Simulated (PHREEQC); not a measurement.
## Metal-bearing waste water: an equilibrium model

Solution (25 °C): 0.0011 mol/kgw MnSO4, 9.2e-05 mol/kgw H2SO4 and 4.1e-05 mol/kgw Na2SO4. Closed to the air; pH follows from the charge balance.

All values are PHREEQC results (ion-association model, wateq4f.dat), not measurements.

- pH = 3.80
- ionic strength = 0.00432 mol/kgw
- total alkalinity = -0.184 meq/kg

```tsv
species	molality	activity	log γ
SO4-2	0.00111	0.000837	-0.121
Mn+2	0.000988	0.000752	-0.119
H+	0.000170	0.000159	-0.028
MnSO4	0.000112	0.000112	0.000
Na+	8.17e-5	7.61e-5	-0.031
HSO4-	1.39e-5	1.30e-5	-0.031
NaSO4-	3.42e-7	3.19e-7	-0.030
```

No solid was allowed to form.
